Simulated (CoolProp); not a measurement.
Properties of hydrogen chloride along the isotherm 359.9 K (Tc = 324.7 K, pc = 83.14 bar, ω = 0.130).

The numbers come from the reference Helmholtz-energy equation of state, Thol 2018 in CoolProp.

```tsv
p (bar)	phase	Z	cp (kJ/(kg K))	cv (kJ/(kg K))	speed of sound (m/s)	fugacity coefficient
20.8	gas	0.9301	0.9153	0.6083	326.6	0.9333
41.6	gas	0.8564	1.083	0.6539	314.4	0.8695
62.4	gas	0.7776	1.340	0.7103	302.5	0.8083
83.1	gas	0.6928	1.760	0.7792	291.2	0.7499
104	supercritical	0.5981	2.527	0.8605	280.5	0.6929
125	supercritical	0.4926	3.952	0.9352	272.5	0.6376
145	supercritical	0.4065	4.675	0.9407	285.8	0.5874
166	supercritical	0.3769	3.650	0.8973	330.8	0.5407
187	supercritical	0.3802	2.980	0.8665	377.9	0.5020
208	supercritical	0.3946	2.608	0.8479	419.1	0.4703
```

The peak of cp marks the crossing from liquid-like to gas-like fluid above the critical point.
